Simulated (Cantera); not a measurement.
Feed: 1 mol CS2, a varied amount of SO2, 0.75 mol N2, at 1700 °C and 1 atm.

Equilibrium computed with Cantera from the NASA thermochemical tables; the gas is ideal and each condensed phase is pure. Candidate condensed phases: C, S; 35 gas species. Rates play no part.

Task: At 0.64 mol SO2, list the 4 most abundant gas species with their mole fractions, and the condensed phases.

Result: S2 0.408, CO 0.268, N2 0.242, CO2 0.0503. Condensed: gas only.
